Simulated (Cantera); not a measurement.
An isothermal, constant-pressure homogeneous reactor starts with CH₄ : H₂ = 1 : 1.4 (molar parts), at 1725 K and 85.0 Pa.

Detailed kinetics in Cantera: GRI-Mech 3.0 (53 species, 325 reactions). GRI-Mech 3.0 stops at C3 and has no aromatics, soot or wall deposition, so with more carbon than oxygen in the feed, carbon stays in small species such as C2H2 where larger ones or solid carbon would form. Radical loss at walls, strong at low pressure, is not modelled.

### Question
Predict: x(CH₄) at 5.00 s; x(H₂) at 5.00 s; x(H) at 5.00 s; x(CH₂) at 5.00 s; x(C₂H₆) at 5.00 s.

### Answer
* **x(CH₄) at 5.00 s**: 0.0259 (gas-phase equilibrium 2.62e-5)
* **x(H₂) at 5.00 s**: 0.834 (gas-phase equilibrium 0.847)
* **x(H) at 5.00 s**: 0.00178 (gas-phase equilibrium 0.00591)
* **x(CH₂) at 5.00 s**: 1.87e-6 (gas-phase equilibrium 2.72e-8)
* **x(C₂H₆) at 5.00 s**: 1.53e-6 (gas-phase equilibrium 5.93e-12)
